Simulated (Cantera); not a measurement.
Input: 1 mol Mg(OH)2, 1.7 mol H2O, 1 mol H2, equilibrated at 1352 °C and 0.580 bar.

Method: chemical equilibrium by Gibbs-energy minimisation in Cantera with the NASA 1993 tables (ideal gas, pure condensed phases). Candidate condensed phases: H2O, Mg, MgO, Mg(OH)2; 15 gas species. Rates play no part.

Base state: H2O 0.730, H2 0.270, H 4.82e-5 (mole fractions); condensed: MgO(s).

Problem. What changes in the equilibrium state with this change: Mg(OH)2 replaced by CaCO3?

Solution. 
```csv
species,before,after
H2O,0.730,0.580
CO2,0,0.150
H2,0.270,0.150
CO,0,0.120
H,4.82e-5,3.59e-5
"MgO(s), mol",1.000,0
"CaO(s), mol",0,1.000
```
Further candidate phases: C, C6H6, C7H8, C8H18, Ca, CaCO3, CaO, Ca(OH)2.
